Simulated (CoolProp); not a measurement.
Properties of hydrogen chloride along the isotherm 403.6 K.

The numbers come from the reference Helmholtz-energy equation of state, Thol 2018 in CoolProp.

```csv
p (MPa),phase,density (kg/m³),Joule-Thomson coefficient (K/MPa),expansivity (1/kK)
8.31,gas,(withheld),6.742,4.725
16.6,supercritical,283.7,4.495,9.111
24.9,supercritical,489.2,(withheld),8.989
33.3,supercritical,615.3,1.094,5.832
41.6,supercritical,690.2,0.5981,4.310
49.9,supercritical,(withheld),0.3246,3.472
58.2,supercritical,(withheld),(withheld),2.946
66.5,supercritical,816.7,0.03439,2.584
74.8,supercritical,844.7,-0.05108,2.319
83.1,supercritical,869.0,(withheld),2.115
```

Task: Complete the blanks.

Result: 
- 8.31, density (kg/m³): 111.6
- 24.9, Joule-Thomson coefficient (K/MPa): 2.229
- 49.9, density (kg/m³): 743.0
- 58.2, density (kg/m³): 783.6
- 58.2, Joule-Thomson coefficient (K/MPa): 0.1523
- 83.1, Joule-Thomson coefficient (K/MPa): -0.1157
